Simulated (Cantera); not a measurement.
A perfectly stirred reactor is fed with CH₄ : C₂H₆ : C₃H₈ : O₂ : N₂ : CO₂ = 1 : 0.076 : 0.18 : 5.11 : 19.2 : 1.5 (molar parts), at 0.730 bar; it is adiabatic with a 650 K inlet, and is followed from long to short residence time, starting on the burning branch (τ in s: 0.054, 0.027, 0.014, 0.007, 0.0035, 0.0018, 0.00089, 0.00045, 0.00023, 0.00011, 5.8e-05, 2.9e-05, 1.5e-05).

Cantera simulation using GRI-Mech 3.0 (53 species, 325 reactions); the numbers are that mechanism's predictions, not measurements.

Q: What does this change do: C3H8 0.18 to 0.28 parts?

A: 
| quantity | before | after |
|---|---|---|
| blow-out, bracketed by the residence times tried | burning at 0.230 ms, out at 0.110 ms | burning at 0.110 ms, out at 58.0 µs |
| x(CH₄) at τ = 54.0 ms | 7.59e-6 | 4.64e-6 |
| x(C₂H₆) at τ = 54.0 ms | 1.30e-7 | 6.66e-8 |
| x(C₃H₈) at τ = 54.0 ms | 3.02e-7 | 2.46e-7 |
| x(CH₂O) at τ = 54.0 ms | 1.35e-6 | 1.06e-6 |
| x(C₂H) at τ = 54.0 ms | 1.38e-9 | 2.95e-9 |
| x(CH₄) at τ = 0.890 ms | 0.000141 | 9.33e-5 |
| x(C₂H₆) at τ = 0.890 ms | 2.70e-6 | 1.79e-6 |
| x(C₃H₈) at τ = 0.890 ms | 5.85e-6 | 5.85e-6 |
| x(CH₂O) at τ = 0.890 ms | 2.60e-5 | 2.14e-5 |
| x(C₂H) at τ = 0.890 ms | 6.89e-9 | 1.74e-8 |

Q: What does this change do: N2 19.2 to 28 parts?

A: 
```tsv
quantity	before	after
blow-out, bracketed by the residence times tried	burning at 0.230 ms, out at 0.110 ms	burning at 0.450 ms, out at 0.230 ms
x(CH₄) at τ = 54.0 ms	7.59e-6	1.49e-5
x(C₂H₆) at τ = 54.0 ms	1.30e-7	2.95e-7
x(C₃H₈) at τ = 54.0 ms	3.02e-7	7.14e-7
x(CH₂O) at τ = 54.0 ms	1.35e-6	2.10e-6
x(C₂H) at τ = 54.0 ms	1.38e-9	4.83e-10
x(CH₄) at τ = 0.890 ms	0.000141	0.000326
x(C₂H₆) at τ = 0.890 ms	2.70e-6	5.96e-6
x(C₃H₈) at τ = 0.890 ms	5.85e-6	1.28e-5
x(CH₂O) at τ = 0.890 ms	2.60e-5	4.24e-5
x(C₂H) at τ = 0.890 ms	6.89e-9	2.16e-9
```
